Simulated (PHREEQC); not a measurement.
## Acid rinse or clean: an equilibrium model

Solution (35 °C): 0.03 mol/kgw H2SO4 and 0.018 mol/kgw MgCl2. Closed to the air; pH follows from the charge balance.

Computed with PHREEQC (ion-association model, phreeqc.dat).

Precipitation was switched off in this run.

Task: Estimate the pH, ionic strength.

Result: pH 1.45; ionic strength 0.0904 mol/kgw.

Task: In which forms is S present?

Result: HSO4- 57 %, SO4-2 27 %, MgSO4 16 % of the S.
